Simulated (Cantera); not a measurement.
Feed: 1 mol SiO2, 3 mol Cl2, 30 mol N2, equilibrated at 3.40 mbar.

Cantera equilibrium calculation (NASA polynomials, part measured and part estimated; ideal gas, pure solids and liquids). Candidate condensed phases: Si, SiO2, Si2N2O, Si3N4; 23 gas species. The tables hold silica as quartz up to 1696 K and as liquid above; real silica turns to tridymite and cristobalite and melts near 1996 K. Equilibrium is a limit: real reactors are often held back by kinetics, nucleation or transport.

log p: log10 of the partial pressure in bar; n: condensed amount in mol.

```
T (K)  log p N2  log p Cl  log p Cl2  log p SiCl4  log p O2  n SiO2(β-quartz)
-----  --------  --------  ---------  -----------  --------  ----------------
1000      -2.51     -5.17      -3.52        -8.71     -8.73             1.000
1050      -2.51     -4.86      -3.52        -8.41     -8.44             1.000
1100      -2.51     -4.58      -3.53        -8.14     -8.17             1.000
1150      -2.51     -4.34      -3.55        -7.90     -7.94             1.000
1200      -2.51       ___      -3.57          ___       ___             1.000
1250      -2.52       ___      -3.61          ___       ___             1.000
1300      -2.52     -3.74      -3.68        -7.37     -7.44             1.000
1350      -2.53     -3.60      -3.76        -7.27     -7.35             0.999
1400      -2.53     -3.49      -3.88        -7.21     -7.31             0.999
1450      -2.54     -3.40      -4.03        -7.19     -7.31             0.999
1500      -2.54     -3.34      -4.22        -7.21     -7.37             0.999
1550      -2.54     -3.30      -4.42        -7.26     -7.46             0.999
1600      -2.54     -3.28      -4.64        -7.32     -7.58             0.999
```

Question: Fill in the missing entries.

Answer: 
- 1250, log p Cl: -3.92
- 1250, log p SiCl4: -7.51
- 1250, log p O2: -7.57
- 1200, log p Cl: -4.11
- 1200, log p SiCl4: -7.69
- 1200, log p O2: -7.73
